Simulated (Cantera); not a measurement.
Input: 1 mol SiH₂Cl₂, 0.22 mol O₃, 180 mol N₂, equilibrated at 1798.15 K and 29.0 mbar.

Cantera equilibrium calculation (NASA polynomials, part measured and part estimated; ideal gas, pure solids and liquids). Candidate condensed phases: H₂O, NH₄Cl, Si, SiO₂, Si₂N₂O, Si₃N₄; 47 gas species. The tables' values for SiCl₃ are old estimates; treat these amounts as uncertain. Kinetics and transport are ignored.

Base state: N₂ 0.985, HCl 0.00696, SiO 0.00361, H₂ 0.00195, SiCl₂ 0.00183, Cl 0.000250, H 9.14e-5, SiCl₃ 2.50e-5 (mole fractions); condensed: gas only.

Task: What changes in the equilibrium state with this change: pressure from 29.0 mbar to 0.870 bar?

Result: 
```tsv
species	before	after
N₂	0.985	0.987
HCl	0.00696	0.00933
SiO	0.00361	0.00202
SiCl₄	5.52e-7	2.30e-5
H	9.14e-5	1.08e-5
SiO₂(condensed), mol	0	0.0273
Si₂N₂O(s), mol	0	0.238
```
Mutual solubility and eutectic melting of coexisting phases are not modelled. The tables hold silica as quartz up to 1696 K and as liquid above; real silica turns to tridymite and cristobalite and melts near 1996 K.
